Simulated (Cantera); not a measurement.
Charge: 1 mol SiH₄, 0.079 mol HCl, 51 mol H₂, 0.0087 mol C₂H₂, held at 0.0430 bar.

These are equilibrium values from Cantera (NASA tables, ideal gas, pure condensed phases), not measurements of a reactor. Candidate condensed phases: C, C₆H₆, C₇H₈, C₈H₁₈, Si, SiC; 109 gas species. Mutual solubility and eutectic melting of coexisting phases are not modelled. Gases not in the tables: Si₂H₆ and higher silanes. Kinetics and transport are ignored. All values below are at 1652 °C.

Base state: H₂ 0.993, H 0.00459, HCl 0.00146, Si 0.000405, SiH 6.81e-5, SiH₂ 6.77e-5 (mole fractions); condensed: Si(l) + SiC(s).

Q: What changes in the equilibrium state with this change: pressure from 0.0430 bar to 0.00870 bar?

A: 
| species | before | after |
|---|---|---|
| H₂ | 0.993 | 0.986 |
| H | 0.00459 | 0.0102 |
| Si | 0.000405 | 0.00200 |
| Si₂C | 7.97e-6 | 3.94e-5 |
| Si₂ | 3.47e-6 | 1.72e-5 |
| Si(l), mol | 0.952 | 0.859 |
| SiC(s), mol | 0.0168 | 0.0152 |
The tables' values for SiCl are old estimates; treat these amounts as uncertain.

Q: What changes in the equilibrium state with this change: SiH₄ replaced by CH₃SiH₃?

A: 
| species | before | after |
|---|---|---|
| H₂ | 0.993 | 0.994 |
| H | 0.00459 | 0.00460 |
| HCl | 0.00146 | 0.00145 |
| Si | 0.000405 | 2.71e-5 |
| C₂H₂ (acetylene) | 7.68e-7 | 0.000172 |
| CH₄ | 9.11e-7 | 1.36e-5 |
| SiH | 6.81e-5 | 4.56e-6 |
| Si(l), mol | 0.952 | 0 |
| SiC(s), mol | 0.0168 | 0.998 |
The feed counts by its element totals alone.
